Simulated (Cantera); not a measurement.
## Transport properties of process gases

Gas mixture: 30.9 % O₂, 69.1 % CO₂, at 0.00180 bar, frozen composition.

Cantera's kinetic-theory transport with the Lennard-Jones parameters of GRI-Mech 3.0, ideal gas; thermal conductivity in the multicomponent form.

| T (K) | ρ (kg/m³) | cp (J/kg/K) | μ (µPa s) | λ (mW/m/K) | Pr | D (cm²/s) CO₂ | D (cm²/s) N₂ | D (cm²/s) CH₃ |
|---|---|---|---|---|---|---|---|---|
| 400 | 0.00218 | 938.8 | 21.2 | 27.6 | 0.721 | 149 | 161 | 178 |
| 500 | 0.00174 | 1003 | 25.5 | 35.3 | 0.724 | 221 | 239 | 266 |
| 600 | 0.00145 | 1058 | 29.4 | 42.9 | 0.726 | 304 | 328 | 367 |
| 700 | 0.00125 | 1103 | 33.1 | 50.2 | 0.727 | 397 | 427 | 479 |
| 800 | 0.00109 | 1141 | 36.5 | 57.2 | 0.728 | 499 | 536 | 603 |
| 900 | 0.000969 | 1172 | 39.7 | 64.0 | 0.728 | 610 | 654 | 737 |
| 1000 | 0.000872 | 1199 | 42.8 | 70.5 | 0.728 | 730 | 781 | 881 |
D: mixture-averaged diffusion coefficient of that species in the mixture.
